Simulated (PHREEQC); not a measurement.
A solution holds 0.0048 mol/kgw Na2B4O7 and 1.2 mol/kgw MgCl2, at 20 °C and 10 atm. Closed to the air; pH follows from the charge balance.

Computed with PHREEQC (Pitzer model, pitzer.dat).

Question: The ionic strength comes out as 3.60 mol/kgw. What activity coefficients do MgOH+, B3O3(OH)4-, Cl-, B(OH)4-, OH- get?

Answer: MgOH+ 1.1, B3O3(OH)4- 0.26, Cl- 0.57, B(OH)4- 0.11, OH- 0.12. Single-ion values are on the MacInnes scale.

No solid was allowed to form. In brines, pH and single-ion activities rest on the MacInnes convention.
